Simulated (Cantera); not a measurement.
What does this Cantera script print?

```python
import numpy as np
import cantera as ct

gas_names = """
    H HNO HNO2 HNO3 HO2 H2 H2O H2O2 N NH NH2 NH3 NH2OH NO NO2 NO3 N2 N2H2 N2H4 N2O O OH O2 O3 Si SiH
    SiH2 SiH3 SiH4 SiN SiO SiO2 Si2 Si2N Si3
""".split()
cond_names = """
    H2O(s) H2O(L) Si(cr) Si(L) SiO2(Lqz) SiO2(hqz) SiO2(L) Si2N2O(s) Si3N4(a)
""".split()


def load(file, names, dense=False):
    # The tables refer to 1 bar. Condensed volumes are neglected.
    table = {s.name: s for s in ct.Species.list_from_file(file)}
    out = []
    for n in names:
        d = dict(table[n].input_data)
        d["thermo"] = dict(d["thermo"], **{"reference-pressure": 1e5})
        if dense:
            d["equation-of-state"] = {"model": "constant-volume", "density": "1e6 g/cm^3"}
        out.append(ct.Species.from_dict(d))
    return out


gas = ct.Solution(thermo="ideal-gas", species=load("nasa_gas.yaml", gas_names))
cond = {s.name: ct.Solution(thermo="fixed-stoichiometry", species=[s], name=s.name)
        for s in load("nasa_condensed.yaml", cond_names, dense=True)}
atoms = {
    'Si3N4': {'Si': 3, 'N': 4},
    'H2O': {'H': 2, 'O': 1},
    'N2': {'N': 2},
}
top_T = {'Si2N2O(s)': 2100, 'Si3N4(a)': 2400}  # K; cautious upper limits of use, not melting points


def equilibrate(T, P, feed):
    n = {}
    for name, mol in feed.items():
        for a, k in atoms[name].items():
            n[a] = n.get(a, 0.0) + k * mol
    gas.TPX = T, P, n
    mass = sum(n.values()) * gas.mean_molecular_weight
    gas.equilibrate("TP")
    valid = [c for c in cond.values() if c.min_temp <= T <= top_T.get(c.name, c.max_temp)]
    mix = ct.Mixture([(gas, mass / gas.mean_molecular_weight)] + [(c, 0.0) for c in valid])
    mix.T, mix.P = T, P
    mix.equilibrate("TP", solver="vcs", rtol=1e-11, max_steps=5000)
    return mix


results = []
P = 100000  # Pa
for T in [1700, 1750, 1800, 1850, 1900, 1950, 2000, 2050, 2100]:
    for m in [0.0049, 0.01, 0.021, 0.043, 0.088, 0.18, 0.38]:
        feed = {'Si3N4': 1, 'H2O': m, 'N2': 120}  # mol
        mix = equilibrate(T, P, feed)
        results.append((T, P, feed, dict(zip(mix.species_names, mix.species_moles))))

for T, P, feed, n in results:
    print(f"{T:7g} {feed['H2O']:10.4g}  " + (" + ".join(c for c in cond_names if n.get(c, 0) > 1e-12) or "gas only"))
```

Output:

```
   1700     0.0049  Si2N2O(s) + Si3N4(a)
   1700       0.01  Si2N2O(s) + Si3N4(a)
   1700      0.021  Si2N2O(s) + Si3N4(a)
   1700      0.043  Si2N2O(s) + Si3N4(a)
   1700      0.088  Si2N2O(s) + Si3N4(a)
   1700       0.18  Si2N2O(s) + Si3N4(a)
   1700       0.38  Si2N2O(s) + Si3N4(a)
   1750     0.0049  Si2N2O(s) + Si3N4(a)
   1750       0.01  Si2N2O(s) + Si3N4(a)
   1750      0.021  Si2N2O(s) + Si3N4(a)
   1750      0.043  Si2N2O(s) + Si3N4(a)
   1750      0.088  Si2N2O(s) + Si3N4(a)
   1750       0.18  Si2N2O(s) + Si3N4(a)
   1750       0.38  Si2N2O(s) + Si3N4(a)
   1800     0.0049  Si3N4(a)
   1800       0.01  Si2N2O(s) + Si3N4(a)
   1800      0.021  Si2N2O(s) + Si3N4(a)
   1800      0.043  Si2N2O(s) + Si3N4(a)
   1800      0.088  Si2N2O(s) + Si3N4(a)
   1800       0.18  Si2N2O(s) + Si3N4(a)
   1800       0.38  Si2N2O(s) + Si3N4(a)
   1850     0.0049  Si3N4(a)
   1850       0.01  Si3N4(a)
   1850      0.021  Si3N4(a)
   1850      0.043  Si2N2O(s) + Si3N4(a)
   1850      0.088  Si2N2O(s) + Si3N4(a)
   1850       0.18  Si2N2O(s) + Si3N4(a)
   1850       0.38  Si2N2O(s) + Si3N4(a)
   1900     0.0049  Si3N4(a)
   1900       0.01  Si3N4(a)
   1900      0.021  Si3N4(a)
   1900      0.043  Si3N4(a)
   1900      0.088  Si2N2O(s) + Si3N4(a)
   1900       0.18  Si2N2O(s) + Si3N4(a)
   1900       0.38  Si2N2O(s) + Si3N4(a)
   1950     0.0049  Si3N4(a)
   1950       0.01  Si3N4(a)
   1950      0.021  Si3N4(a)
   1950      0.043  Si3N4(a)
   1950      0.088  Si3N4(a)
   1950       0.18  Si2N2O(s) + Si3N4(a)
   1950       0.38  Si2N2O(s) + Si3N4(a)
   2000     0.0049  Si3N4(a)
   2000       0.01  Si3N4(a)
   2000      0.021  Si3N4(a)
   2000      0.043  Si3N4(a)
   2000      0.088  Si3N4(a)
   2000       0.18  Si3N4(a)
   2000       0.38  Si2N2O(s) + Si3N4(a)
   2050     0.0049  Si3N4(a)
   2050       0.01  Si3N4(a)
   2050      0.021  Si3N4(a)
   2050      0.043  Si3N4(a)
   2050      0.088  Si3N4(a)
   2050       0.18  Si3N4(a)
   2050       0.38  Si3N4(a)
   2100     0.0049  Si3N4(a)
   2100       0.01  Si3N4(a)
   2100      0.021  Si3N4(a)
   2100      0.043  Si3N4(a)
   2100      0.088  Si3N4(a)
   2100       0.18  Si3N4(a)
   2100       0.38  Si3N4(a)
```

These are equilibrium values from Cantera (NASA tables, ideal gas, pure condensed phases), not measurements of a reactor. Mutual solubility and eutectic melting of coexisting phases are not modelled.
